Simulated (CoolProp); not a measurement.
Vapour-liquid equilibrium of methanol (1) + water (2) at 1.64 bar; x and y are mole fractions of (1).

Values from CoolProp's multi-fluid Helmholtz-energy mixture model, de Reuck 1993 and Wagner 2002; pair parameters Bell 2016.

| x | bubble temperature (K) | y at the bubble point | dew temperature at overall composition x (K) | liquid density (mol/L) |
|---|---|---|---|---|
| 0.05 | 382.1 | 0.189 | 385.9 | 50.08 |
| 0.125 | 376.2 | 0.380 | 383.9 | 46.58 |
| 0.2 | 371.6 | 0.510 | 381.8 | 43.41 |
| 0.275 | 368.0 | 0.603 | 379.5 | 40.55 |
| 0.35 | 365.1 | 0.673 | 377.2 | 37.95 |
| 0.425 | 362.6 | 0.728 | 374.7 | 35.58 |
| 0.5 | 360.5 | 0.774 | 372.0 | 33.42 |
| 0.575 | 358.6 | 0.814 | 369.1 | 31.45 |
| 0.65 | 356.9 | 0.850 | 366.1 | 29.64 |
| 0.725 | 355.4 | 0.884 | 362.8 | 27.98 |
| 0.8 | 353.9 | 0.916 | 359.3 | 26.46 |
| 0.875 | 352.6 | 0.947 | 355.8 | 25.05 |
| 0.95 | 351.2 | 0.979 | 352.4 | 23.76 |

No azeotrope shows between x = 0.05 and 0.95.

Pair parameters are fitted to limited data, so mixtures are less certain than the pure fluids.
